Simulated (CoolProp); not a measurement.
Vapour-liquid equilibrium of CH2F2 (R32) (1) + R134a (2) at 294.2 K; x and y are mole fractions of (1).

Computed with CoolProp (multi-fluid Helmholtz-energy mixture model, Tillner-Roth 1997 and Tillner-Roth 1994; pair parameters Lemmon 2004).

| x | bubble pressure, mixture model (bar) | bubble pressure, Raoult's law (bar) | y, mixture model | y, Raoult's law |
|---|---|---|---|---|
| 0.05 | 6.350 | 6.369 | 0.106 | 0.119 |
| 0.15 | 7.237 | 7.296 | 0.281 | 0.312 |
| 0.25 | 8.121 | 8.223 | 0.420 | 0.461 |
| 0.35 | 9.008 | 9.151 | 0.535 | 0.581 |
| 0.45 | 9.903 | 10.08 | 0.632 | 0.678 |
| 0.55 | 10.81 | 11.01 | 0.717 | 0.759 |
| 0.65 | 11.74 | 11.93 | 0.792 | 0.827 |
| 0.75 | 12.69 | 12.86 | 0.858 | 0.885 |
| 0.85 | 13.66 | 13.79 | 0.919 | 0.936 |
| 0.95 | 14.67 | 14.72 | 0.974 | 0.980 |

The largest gap from Raoult's law is -1.8 % in bubble pressure, at x = 0.55. No azeotrope shows between x = 0.05 and 0.95.

The pair parameters rest on a limited set of measurements; away from them the model extrapolates.
